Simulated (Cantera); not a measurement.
A closed system holds: 1 mol FeS, 350 mol H2, 7.2 mol H2O, equilibrated at 2050 K and 0.00133 bar.

These are equilibrium values from Cantera (NASA tables, ideal gas, pure condensed phases), not measurements of a reactor. Candidate condensed phases: Fe, FeO, Fe(OH)2, Fe(OH)3, FeS, FeSO4, FeS2, Fe2O3, Fe2(SO4)3, Fe3O4, H2O, H2SO4, S; 22 gas species. Rates play no part.

Base state: H2 0.916, H 0.0595, H2O 0.0192, Fe 0.00270, S 0.00130, SH 0.000826, H2S 0.000187, SO 0.000152 (mole fractions); condensed: gas only.

**Question.** What changes in the equilibrium state with this change: temperature from 2050 K to 1925 K?

**Answer.** 
```csv
species,before,after
H2,0.916,0.950
H,0.0595,0.0255
H2O,0.0192,0.0196
Fe,0.00270,0.00275
OH,0.000136,4.56e-5
H2S,0.000187,0.000399
```
